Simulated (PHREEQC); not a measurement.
Solution (48 °C): 0.005 mol/kgw CdCl2, 0.00023 mol/kgw KCl and 0.0048 mol/kgw H2SO4. Closed to the air; pH follows from the charge balance.

Computed with PHREEQC (ion-association model, phreeqc.dat).

Problem. The ionic strength comes out as 0.0203 mol/kgw. What activity coefficients do Cd(SO4)2-2, SO4-2, H+, HSO4-, Cd+2 get?

Solution. Cd(SO4)2-2 0.56, SO4-2 0.57, H+ 0.89, HSO4- 0.86, Cd+2 0.56.

Precipitation was switched off in this run. Away from 25 °C the constants follow the database's enthalpies or fits; those with neither stay at their 25 °C values.
